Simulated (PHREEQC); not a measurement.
Make-up at 20 °C: 23 mmol/kgw Cu(NO3)2, 0.21 mmol/kgw H2SO4 and 0.066 mmol/kgw Na2SO4. Closed to the air; pH follows from the charge balance.

Equilibrium calculation in PHREEQC: ion-association model, wateq4f.dat.

Each row changes one thing in this solution. No solid was allowed to form.

```
case                                     pH  SO4-2 (mol/kgw)  CuSO4 (mol/kgw)  HSO4- (mol/kgw)  CuOH+ (mol/kgw)  Cu2(OH)2+2 (mol/kgw)  SI of Tenorite (CuO)  SI of Chalcanthite (CuSO4:5H2O)
-------------------------------------  ----  ---------------  ---------------  ---------------  ---------------  --------------------  --------------------  -------------------------------
as made                                3.45         0.000149         0.000124          2.41e-6          3.64e-7               5.30e-8                 -2.90                            -3.54
H2SO4 left out                         4.62                ?          3.01e-5          3.98e-8          5.32e-6               1.13e-5                 -0.57                            -4.15
diluted 10-fold with water             4.41                ?          5.14e-6          5.96e-8          4.55e-7               6.52e-8                 -1.79                            -4.93
Cu(NO3)2 from 0.023 to 0.0207 mol/kgw  3.45         0.000152         0.000121          2.53e-6          3.32e-7               4.36e-8                 -2.93                            -3.55
diluted 2-fold with water              3.74          8.53e-5          5.19e-5          8.26e-7          3.96e-7               5.78e-8                 -2.55                            -3.92
```

Fill in the missing entries.


- H2SO4 left out, SO4-2 (mol/kgw): 3.59e-5
- diluted 10-fold with water, SO4-2 (mol/kgw): 2.24e-5

Species that the database lacks are ignored.
